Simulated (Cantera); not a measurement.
An isothermal, constant-pressure homogeneous reactor starts with 55.6 % CH4, 44.4 % CO2, at 1800 K and 760 Torr.

Computed with Cantera and GRI-Mech 3.0 (53 species, 325 reactions).

One state of this run: x CH4 = 0.0750; x CO2 = 0.141; x CO = 0.174; x C2H6 = 8.48e-5; x CH3 = 0.000837; x O = 6.90e-10. x: mole fraction; the columns are a selection and need not sum to one.

**Question.** Which value of t (s) does it belong to?
A. 0.00729
B. 1.03e-5
C. 2.00e-6
D. 0.000274

**Answer.** A, 0.00729
